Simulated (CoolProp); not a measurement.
Model: reference Helmholtz-energy equation of state, Span 2000, in CoolProp.

Task: Give the vapour pressure (bar), liquid cp (kJ/(kg K)), vapour Z of saturated nitrogen at 70.5 K.

Result: 
```
T (K)  p (bar)  liquid cp (kJ/(kg K))  vapour Z
-----  -------  ---------------------  --------
70.5     0.415                   2.02     0.977
```
